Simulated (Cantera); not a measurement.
Input: 1 mol NH₃, 0.56 mol H₂O, 20 mol H₂, held at 0.100 bar.

These are equilibrium values from Cantera (NASA tables, ideal gas, pure condensed phases), not measurements of a reactor. Candidate condensed phases: H₂O; 47 gas species. Ions and electrons are included (thermal ionisation). Kinetics and transport are ignored.

Q: At 5000 K, list the 6 most abundant gas species with their mole fractions, and the condensed phases.

A: H 0.970, O 0.0123, N 0.00860, N₂ 0.00673, H₂ 0.00227, OH 5.37e-5. Condensed: gas only.
